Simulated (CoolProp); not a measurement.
A simple Rankine cycle with trans-2-butene: condensing at 297.15 K, boiler at 1.58 MPa, turbine inlet 390.6 K, turbine efficiency 0.85, pump efficiency 0.6, no recuperator. Each further row changes one setting.

Model: reference Helmholtz-energy equation of state, Lemmon 2005, in CoolProp. It is a short technical equation, of lower accuracy than the large ones.

```tsv
case	thermal efficiency (%)	net work (kJ/kg)	heat in (kJ/kg)	turbine exit temperature (K)	volume ratio over the turbine
as stated	14.2	72.1	507	327.9	7.18
turbine inlet 410.6 K	…	78.9	553	349.9	6.97
condensing temperature 289.15 K	15.6	81.9	526	320.9	9.22
boiler pressure 1.11 MPa	12.1	63.7	…	342.4	4.82
turbine efficiency 0.75	12.5	…	507	333.0	7.31
```

Problem. Some entries are withheld; supply them.

Solution. 
- turbine inlet 410.6 K, thermal efficiency (%): 14.3
- boiler pressure 1.11 MPa, heat in (kJ/kg): 524
- turbine efficiency 0.75, net work (kJ/kg): 63.2
